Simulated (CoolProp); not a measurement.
Saturation properties of benzene (Tc = 562.0 K, pc = 4906 kPa, ω = 0.211).

Model: reference Helmholtz-energy equation of state, Thol 2012, in CoolProp.

| T (K) | p (kPa) | enthalpy of vaporisation (kJ/kg) | liquid viscosity (µPa s) | vapour viscosity (µPa s) |
|---|---|---|---|---|
| 405.2 | 396.8 | 352.3 | 201 | 10.1 |
| 423.5 | 586.6 | 336.0 | 173 | 10.5 |
| 441.8 | 836.8 | (withheld) | 150 | 10.9 |
| 460.1 | 1158 | 298.7 | 130 | 11.4 |
| 478.4 | (withheld) | 276.7 | 112 | 11.9 |
| 496.6 | 2060 | (withheld) | 96.3 | 12.5 |
| 514.9 | 2671 | 220.8 | 81.9 | 13.3 |
| 533.2 | 3409 | 181.2 | 67.7 | 14.7 |
| 551.5 | 4303 | 120.2 | 51.9 | 18.0 |

### Question
Fill in the missing entries.

### Answer

- 441.8, enthalpy of vaporisation (kJ/kg): 318.3
- 478.4, p (kPa): 1563
- 496.6, enthalpy of vaporisation (kJ/kg): 251.4

It boils at 353.2 K under 1 atm.

Viscosity comes from a separate model (Avgeri 2014).
